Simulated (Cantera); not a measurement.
Charge: 1 mol Ta(OEt)5, 0.67 mol O2.

Cantera equilibrium calculation (NASA polynomials, part measured and part estimated; ideal gas, pure solids and liquids). Candidate condensed phases: C, C6H6, C7H8, C8H18, H2O, Ta, TaC, Ta2O5; 113 gas species. The feed counts by its element totals alone. Mutual solubility and eutectic melting of coexisting phases are not modelled. TaC: taken at fixed stoichiometry. Condensed phases not in the tables: Ta2C. The numbers say what is thermodynamically allowed, not how fast it happens.

Q: What condenses at these points (T in °C, P in Pa): (1077, 1000000); (1677, 1000); (2077, 0.10); (1177, 100000); (1177, 1000000); (1377, 1000000); (1077, 0.10)?

A: 
```csv
T (°C),P in Pa,condensed phases,Ta condensed (%)
1077,1000000,C + Ta2O5,100.0
1677,1000,C + TaC,100.0
2077,0.10,TaC,100.0
1177,100000,C + TaC,100.0
1177,1000000,C + TaC + Ta2O5,100.0
1377,1000000,C + TaC,100.0
1077,0.10,C + TaC,100.0
```
